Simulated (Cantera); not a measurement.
Cantera run:

```python
import numpy as np
import cantera as ct

gas_names = [...]  # 123 gases of nasa_gas.yaml made of C, H, O, Si
cond_names = """
    C(gr) C6H6(L) C7H8(L) C8H18(L),n-octa H2O(s) H2O(L) Si(cr) Si(L) SiC(b) SiO2(Lqz) SiO2(hqz) SiO2(L)
""".split()


# ... load() reads the species with a 1 bar reference pressure and builds the phases ...
atoms = {
    'Si': {'Si': 1},
    'CO2': {'C': 1, 'O': 2},
    'H2': {'H': 2},
    'H2O': {'H': 2, 'O': 1},
}
top_T = {'C(gr)': 4500, 'SiC(b)': 3050}  # K; cautious upper limits of use, not melting points


# ... equilibrate(T, P, feed) seeds the gas with the atoms and calls Mixture.equilibrate('TP', solver="vcs", rtol=1e-11, max_steps=5000) ...
results = []
T = 1373.15  # K
P = 2500  # Pa
for m in [0.5, 0.64, 0.81, 1, 1.3, 1.7, 2.1, 2.7, 3.4, 4.3, 5.5, 7, 8.9]:
    feed = {'Si': 1, 'CO2': m, 'H2': 49, 'H2O': 0.21}  # mol
    mix = equilibrate(T, P, feed)
    results.append((T, P, feed, dict(zip(mix.species_names, mix.species_moles))))

top = {s: max(r[3][s] / sum(r[3][g] for g in gas_names) for r in results) for s in gas_names}
cols = sorted((s for s in top if top[s] > 0.001), key=lambda s: -top[s])[:7]
seen = [c for c in cond_names if any(r[3].get(c, 0) > 1e-12 for r in results)]
print("log10 of partial pressures in bar; condensed amounts in mol")
print(f"{'n(CO2)':>10s}" + "".join(f"{s[:9]:>10s}" for s in cols + seen))
for T, P, feed, n in results:
    ng = sum(n[g] for g in gas_names)
    print(f"{feed['CO2']:10.4g}" + "".join(f"{np.log10(max(n[s] / ng * P / 1e5, 1e-99)):10.3f}" for s in cols)
          + "".join(f"{n.get(c, 0):10.4g}" for c in seen))
```

Result:

```
log10 of partial pressures in bar; condensed amounts in mol
    n(CO2)        H2        CO       H2O       CO2    SiC(b) SiO2(hqz)
       0.5    -1.603    -4.410    -7.143   -10.264    0.4229     0.556
      0.64    -1.604    -3.880    -6.968    -9.558    0.3784    0.6075
      0.81    -1.606    -3.612    -6.881    -9.200    0.3225     0.666
         1    -1.609    -3.432    -6.823    -8.960    0.2595    0.7304
       1.3    -1.612    -3.248    -6.765    -8.715    0.1597    0.8314
       1.7    -1.617    -3.086    -6.716    -8.499   0.02653    0.9656
       2.1    -1.623    -2.991    -3.830    -5.512         0         1
       2.7    -1.633    -2.890    -3.370    -4.940         0         1
       3.4    -1.645    -2.798    -3.131    -4.598         0         1
       4.3    -1.660    -2.708    -2.949    -4.311         0         1
       5.5    -1.680    -2.616    -2.795    -4.044         0         1
         7    -1.705    -2.529    -2.666    -3.804         0         1
       8.9    -1.736    -2.448    -2.554    -3.580         0         1
```

Method: chemical equilibrium by Gibbs-energy minimisation in Cantera with the NASA 1993 tables (ideal gas, pure condensed phases). Mutual solubility and eutectic melting of coexisting phases are not modelled. The tables hold silica as quartz up to 1696 K and as liquid above; real silica turns to tridymite and cristobalite and melts near 1996 K.
